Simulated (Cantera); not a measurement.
Low-pressure radical oxidation in H2/O2

An isothermal, constant-pressure homogeneous reactor starts with 0.892 % H2, 99.1 % O2, at 1325 K and 20.0 Torr.

Detailed kinetics in Cantera: the H2/O2 subset of GRI-Mech 3.0, which has no nitrogen chemistry. Radical loss at walls, strong at low pressure, is not modelled.

```tsv
t (s)	x H2	x O2	x H2O	x H	x HO2	x O	x OH
6.00e-5	0.00892	0.991	1.09e-9	2.27e-9	8.28e-9	7.08e-9	6.71e-9
0.000147	0.00892	0.991	9.22e-9	3.99e-9	2.03e-8	2.55e-8	2.27e-8
0.000361	0.00892	0.991	8.82e-8	1.27e-8	5.00e-8	1.25e-7	1.03e-7
0.000886	0.00892	0.991	1.93e-6	1.64e-7	1.27e-7	1.88e-6	1.49e-6
0.00217	0.00780	0.990	0.000811	6.65e-5	1.15e-6	0.000741	0.000545
0.00533	3.94e-5	0.983	0.00824	0.000263	9.91e-7	0.00761	0.00102
0.0131	2.95e-5	0.983	0.00831	0.000225	9.27e-7	0.00702	0.000946
0.0321	2.45e-5	0.985	0.00839	0.000168	8.42e-7	0.00577	0.000862
0.0788	1.63e-5	0.987	0.00853	9.05e-5	6.81e-7	0.00380	0.000705
0.193	7.72e-6	0.989	0.00869	2.90e-5	4.47e-7	0.00177	0.000486
0.474	2.48e-6	0.990	0.00881	5.24e-6	2.21e-7	0.000564	0.000276
1.16	6.16e-7	0.991	0.00889	6.46e-7	8.34e-8	0.000139	0.000138
2.85	1.44e-7	0.991	0.00893	7.28e-8	2.91e-8	3.24e-5	6.68e-5
7.00	3.68e-8	0.991	0.00894	9.48e-9	1.53e-8	8.32e-6	3.39e-5
```
x: mole fraction; the columns are a selection and need not sum to one.

Equilibrium at this temperature and pressure: H2 7.44e-9, O2 0.991, H2O 0.00895, H 8.70e-10, HO2 1.83e-8, O 1.69e-6, OH 1.53e-5 (gas phase only).
